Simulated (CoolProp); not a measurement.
Ammonia along the isobar 8.47 MPa: density (kg/m³) from the reference equation and from simpler models built on Tc = 132.4 °C, pc = 11.36 MPa, ω = 0.256; each cubic takes its own stable root.

The numbers come from the reference Helmholtz-energy equation of state, Gao 2020 in CoolProp.

```tsv
T (°C)	phase	reference
93.75	liquid	484.0
114.75	liquid	410.2
135.75	gas	64.43
156.85	gas	54.68
177.85	gas	48.68
198.95	gas	44.36
219.95	gas	41.03
240.95	gas	38.33
262.05	gas	36.06
```

Question: How far does each simpler model (van der Waals, Redlich-Kwong) lie from the reference over these 9 states: mean and median of the absolute difference, and the worst?

Answer: 
- van der Waals: mean 16.4 %, median 1.9 %, worst -83.1 % at 114.75 °C and 8.47 MPa
- Redlich-Kwong: mean 13.2 %, median 1.2 %, worst -81.3 % at 114.75 °C and 8.47 MPa

At some of these states van der Waals, Redlich-Kwong gives the other phase, because its saturation line lies elsewhere.
